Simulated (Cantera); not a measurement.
A closed system holds: 1 mol TiO₂, 1.6 mol HCl, held at 220000 Pa.

Cantera equilibrium calculation (NASA polynomials, part measured and part estimated; ideal gas, pure solids and liquids). Candidate condensed phases: H₂O, Ti, TiCl₂, TiCl₃, TiCl₄, TiO, TiO₂, Ti₂O₃, Ti₃O₅, Ti₄O₇; 23 gas species. Condensed phases not in the tables: TiOCl. Gases not in the tables: TiO(OH)₂. Rates play no part.

x: gas mole fraction; n: condensed amount in mol.

| T (K) | x HCl | x H₂O | x TiCl₄ | x Cl | x H₂ | n TiO₂(rutile) |
|---|---|---|---|---|---|---|
| 1073 | 0.989 | 0.00752 | 0.00376 | 2.41e-6 | 1.23e-5 | 0.994 |
| 1173 | 0.986 | ? | ? | ? | ? | 0.993 |
| 1273 | 0.984 | 0.0105 | 0.00523 | 4.68e-5 | 7.38e-5 | 0.992 |
| 1373 | 0.982 | 0.0119 | 0.00592 | 0.000145 | 0.000158 | 0.991 |
| 1473 | 0.979 | 0.0132 | 0.00657 | 0.000381 | 0.000316 | 0.990 |
| 1573 | 0.977 | ? | 0.00715 | ? | ? | 0.989 |
| 1673 | 0.973 | 0.0156 | 0.00764 | 0.00179 | 0.00107 | 0.988 |

### Question
Fill in the missing entries.

### Answer

- 1173, x H₂O: 0.00902
- 1173, x TiCl₄: 0.00451
- 1173, x Cl: 1.22e-5
- 1173, x H₂: 3.18e-5
- 1573, x H₂O: 0.0144
- 1573, x Cl: 0.000871
- 1573, x H₂: 0.000596
